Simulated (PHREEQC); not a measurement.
Model water analysis in mg/L, 25 °C, pH 6.55, pe 0.6:

```
constituent           mg/L
------------------  ------
Na                      11
K                     0.21
Ca                    2.39
Mg                  0.0739
Cl                    10.5
S(6) as SO4          0.193
Alkalinity as HCO3      19
F                    0.242
Mn(2)               0.0834
N(-3) as NH4          0.16
```

Valence states are taken as typed.

Computed with PHREEQC (ion-association model, phreeqc.dat).

This is a speciation only: nothing precipitates in the calculation.

### Question
Predict the charge-balance error.

### Answer
charge-balance error -0.3 %.

### Question
In which forms is Mn present?

### Answer
Mn+2 97 %, MnHCO3+ 2.4 % of the Mn.
